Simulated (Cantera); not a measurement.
Feed: 1 mol Si, 7.4 mol HCl, 84 mol H2, held at 18.0 mbar.

Method: chemical equilibrium by Gibbs-energy minimisation in Cantera with the NASA 1993 tables (ideal gas, pure condensed phases). Candidate condensed phases: Si; 19 gas species. The tables' values for SiCl3 are old estimates; treat these amounts as uncertain. Equilibrium is a limit: real reactors are often held back by kinetics, nucleation or transport.

x: gas mole fraction; nothing condenses.

```json
[
 {"T (°C)": "427", "x H2": "0.951", "x HCl": "0.0377", "x SiCl4": "0.0110", "x SiCl2": "2.68e-11", "x SiHCl3": "5.68e-5", "x SiCl3": "2.99e-8", "x SiH2Cl2": "1.93e-8"},
 {"T (°C)": "527", "x H2": "0.951", "x HCl": "0.0379", "x SiCl4": "0.0108", "x SiCl2": "1.74e-8", "x SiHCl3": "0.000246", "x SiCl3": "1.30e-6", "x SiH2Cl2": "4.51e-7"},
 {"T (°C)": "627", "x H2": "0.951", "x HCl": "0.0384", "x SiCl4": "0.0103", "x SiCl2": "2.46e-6", "x SiHCl3": "0.000725", "x SiCl3": "2.31e-5", "x SiH2Cl2": "4.84e-6"},
 {"T (°C)": "727", "x H2": "0.949", "x HCl": "0.0396", "x SiCl4": "[?]", "x SiCl2": "[?]", "x SiHCl3": "[?]", "x SiCl3": "0.000206", "x SiH2Cl2": "[?]"},
 {"T (°C)": "827", "x H2": "0.945", "x HCl": "0.0439", "x SiCl4": "0.00640", "x SiCl2": "0.00165", "x SiHCl3": "0.00203", "x SiCl3": "0.000872", "x SiH2Cl2": "7.74e-5"},
 {"T (°C)": "927", "x H2": "0.937", "x HCl": "0.0523", "x SiCl4": "0.00231", "x SiCl2": "0.00620", "x SiHCl3": "0.00113", "x SiCl3": "0.00128", "x SiH2Cl2": "7.19e-5"},
 {"T (°C)": "1027", "x H2": "0.932", "x HCl": "0.0571", "x SiCl4": "[?]", "x SiCl2": "[?]", "x SiHCl3": "[?]", "x SiCl3": "0.000824", "x SiH2Cl2": "[?]"},
 {"T (°C)": "1127", "x H2": "0.931", "x HCl": "0.0585", "x SiCl4": "7.19e-5", "x SiCl2": "0.0104", "x SiHCl3": "8.10e-5", "x SiCl3": "0.000419", "x SiH2Cl2": "1.37e-5"}
]
```

Some entries are withheld; supply them.


- 727, x SiCl4: 0.00917
- 727, x SiCl2: 0.000112
- 727, x SiHCl3: 0.00155
- 727, x SiH2Cl2: 2.82e-5
- 1027, x SiCl4: 0.000431
- 1027, x SiCl2: 0.00935
- 1027, x SiHCl3: 0.000320
- 1027, x SiH2Cl2: 3.35e-5
